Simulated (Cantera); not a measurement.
Mixture: CH4 : O2 : N2 = 1 : 2.86 : 19.4 (molar parts), equivalence ratio 0.70, at 10.0 bar, adiabatic and at constant volume. Ignition delay is the time to a rise of 400 K.

Detailed kinetics in Cantera: GRI-Mech 3.0 (53 species, 325 reactions).

Q: Predict: delay at 1125 K; delay at 1325 K; delay at 1525 K; delay at 1725 K; apparent activation energy between 1625 and 1825 K.

A: 
* **delay at 1125 K**: 17.5 ms
* **delay at 1325 K**: 1.59 ms
* **delay at 1525 K**: 0.210 ms
* **delay at 1725 K**: 38.0 µs
* **apparent activation energy between 1625 and 1825 K**: 190 kJ/mol
